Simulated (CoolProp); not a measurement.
R1123 along the isobar 13.2 MPa: Z from the reference equation and from simpler models built on Tc = 58.6 °C, pc = 4.549 MPa, ω = 0.243; each cubic takes its own stable root.

The numbers come from the reference Helmholtz-energy equation of state, Akasaka 2020 in CoolProp.

| T (°C) | phase | reference | van der Waals | Soave-Redlich-Kwong |
|---|---|---|---|---|
| -46.25 | liquid | 0.4315 | 0.6808 | 0.4685 |
| -33.35 | liquid | 0.4202 | 0.6576 | 0.4561 |
| -20.35 | liquid | 0.4110 | 0.6377 | 0.4467 |
| -7.35 | liquid | 0.4042 | 0.6209 | 0.4403 |
| 5.55 | liquid | 0.3996 | 0.6069 | 0.4368 |
| 18.55 | liquid | 0.3974 | 0.5955 | 0.4365 |
| 31.55 | liquid | 0.3979 | 0.5866 | 0.4397 |
| 44.55 | liquid | 0.4015 | 0.5801 | 0.4470 |
| 57.45 | liquid | 0.4090 | 0.5761 | 0.4591 |
| 70.45 | supercritical | 0.4215 | 0.5746 | 0.4772 |
| 83.45 | supercritical | 0.4406 | 0.5758 | 0.5027 |
| 96.35 | supercritical | 0.4677 | 0.5797 | 0.5359 |
| 109.35 | supercritical | 0.5045 | 0.5867 | 0.5769 |
| 122.35 | supercritical | 0.5494 | 0.5968 | 0.6226 |
| 135.35 | supercritical | 0.5980 | 0.6102 | 0.6693 |
